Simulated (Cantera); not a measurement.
Input: 1 mol Al(CH₃)₃, a varied amount of H₂O, 4.4 mol N₂, equilibrated at 425 °C and 0.00133 bar.

Cantera equilibrium calculation (NASA polynomials, part measured and part estimated; ideal gas, pure solids and liquids). Candidate condensed phases: Al, AlN, Al₂O₃, C, C₆H₆, C₇H₈, C₈H₁₈, H₂O; 148 gas species. The feed counts by its element totals alone. The numbers say what is thermodynamically allowed, not how fast it happens.

Which condensed phases are stable at each of these points (n(H₂O) (mol)): 0.41, 0.52, 0.65, 0.81, 1, 1.3, 1.6, 2, 2.4, 3.1?


| n(H₂O) (mol) | condensed phases | Al condensed (%) |
|---|---|---|
| 0.41 | AlN(s) + Al₂O₃(s) + C(graphite) | 100.0 |
| 0.52 | AlN(s) + Al₂O₃(s) + C(graphite) | 100.0 |
| 0.65 | AlN(s) + Al₂O₃(s) + C(graphite) | 100.0 |
| 0.81 | AlN(s) + Al₂O₃(s) + C(graphite) | 100.0 |
| 1 | AlN(s) + Al₂O₃(s) + C(graphite) | 100.0 |
| 1.3 | AlN(s) + Al₂O₃(s) + C(graphite) | 100.0 |
| 1.6 | Al₂O₃(s) + C(graphite) | 100.0 |
| 2 | Al₂O₃(s) + C(graphite) | 100.0 |
| 2.4 | Al₂O₃(s) + C(graphite) | 100.0 |
| 3.1 | Al₂O₃(s) + C(graphite) | 100.0 |

From 0.41 mol H₂O to 1.3 mol H₂O the condensed part is AlN(s) + Al₂O₃(s) + C(graphite). From 1.6 mol H₂O to 3.1 mol H₂O the condensed part is Al₂O₃(s) + C(graphite).
